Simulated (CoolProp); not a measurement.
Saturation properties of n-perfluorobutane.

Values from CoolProp's reference Helmholtz-energy equation of state, Gao 2022.

```tsv
T (K)	p (kPa)	vapour density (kg/m³)	liquid cp (kJ/(kg K))
295.8	247.7	26.41	1.142
299.7	?	29.85	1.148
303.6	317.1	33.63	1.155
307.5	356.9	37.80	1.163
311.4	?	?	?
315.3	447.7	47.44	1.180
319.2	499.0	52.98	1.189
323.1	554.7	?	?
327	614.9	65.79	1.210
330.9	679.9	73.17	1.223
```

Task: Fill in the missing entries.

Result: 
- 299.7, p (kPa): 280.8
- 311.4, p (kPa): 400.4
- 311.4, vapour density (kg/m³): 42.39
- 311.4, liquid cp (kJ/(kg K)): 1.171
- 323.1, vapour density (kg/m³): 59.08
- 323.1, liquid cp (kJ/(kg K)): 1.199

It boils at 271.1 K under 1 atm.
